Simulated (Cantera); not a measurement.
Cantera run:

```python
import numpy as np
import cantera as ct

gas_names = """
    Cs CsO CsOH Cs2 Cs2O Cs2O2H2 H HO2 H2 H2O H2O2 O OH O2 O3
""".split()
cond_names = """
    Cs(cr) Cs(L) CsOH(a) CsOH(b) CsOH(c) CsOH(L) H2O(s) H2O(L)
""".split()


# ... load() reads the species with a 1 bar reference pressure and builds the phases ...
atoms = {
    'CsOH': {'Cs': 1, 'O': 1, 'H': 1},
    'H2O': {'H': 2, 'O': 1},
    'O2': {'O': 2},
    'H2': {'H': 2},
}
top_T = {}  # K; cautious upper limits of use, not melting points


# ... equilibrate(T, P, feed) seeds the gas with the atoms and calls Mixture.equilibrate('TP', solver="vcs", rtol=1e-11, max_steps=5000) ...
results = []
feed = {'CsOH': 1, 'H2O': 1.7, 'O2': 2.3, 'H2': 0.18}  # mol
T = 1573.15  # K
P = 18  # Pa
mix = equilibrate(T, P, feed)
results.append((T, P, feed, dict(zip(mix.species_names, mix.species_moles))))
x = sorted(zip(gas.X, gas.species_names), reverse=True)
print(f"T = {T:g} K  P = {P:g} Pa  gas = {mix.phase_moles(0):.4g} mol")
print("   x: " + "  ".join(f"{s} {v:.3e}" for v, s in x if v > 1e-06))
print("   condensed (mol): " + ("  ".join(f"{mix.phase(i).name} {mix.phase_moles(i):.4g}"
      for i in range(1, mix.n_phases) if mix.phase_moles(i) > 1e-12) or "none"))
```

Output:

```
T = 1573.15 K  P = 18 Pa  gas = 5.198 mol
   x: O2 4.308e-01  H2O 3.732e-01  CsOH 1.660e-01  Cs 2.629e-02  OH 2.866e-03  O 5.120e-04  H2 2.038e-04  CsO 4.685e-05  H 4.334e-05
   condensed (mol): none
```

Equilibrium computed with Cantera from the NASA thermochemical tables; the gas is ideal and each condensed phase is pure.
